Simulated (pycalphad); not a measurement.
Source of the numbers: pycalphad with the COST 507 light-alloy database (1999); pressure 1 atm. The database dates from 1999; later assessments differ in places, in temperatures and in the compounds included. Diffusion is slow at the low end, where real alloys seldom reach equilibrium.

Ti-0.29B (at.%): equilibrium cooling sequence

```csv
T (°C),phases above,phases below
1661.6,liquid,bcc + liquid
1540.9,bcc + liquid,bcc + BM
882.9,bcc + BM,BM + hcp
```

Changes were sought between steps of 75 K, so a narrower field can be missed.

Database names, with the compositions (at.%) that they take in these runs: BM: Ti 50 B 50.
